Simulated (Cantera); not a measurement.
# Ignition delay

Mixture: 46.4 % H2, 11.0 % O2, 41.6 % N2, 0.975 % NO, at 90000 Pa, adiabatic and at constant pressure. Ignition delay is the time to a rise of 400 K.

Model: GRI-Mech 3.0 (53 species, 325 reactions), integrated in Cantera. The mechanism lacks 2 NO + O2 → 2 NO2 and HONO, so NO2 and the effect of NO are under-described below about 1400 K. Below about 950 K walls govern HO2 and H2O2 in real vessels.

| T0 (K) | delay (ms) |
|---|---|
| 850 | 1.05 |
| 900 | 0.561 |
| 950 | 0.329 |
| 1000 | 0.209 |
| 1050 | 0.141 |
| 1100 | 0.0999 |
| 1150 | 0.0740 |
| 1200 | 0.0568 |

* **apparent activation energy between 1100 and 1200 K**: 62 kJ/mol
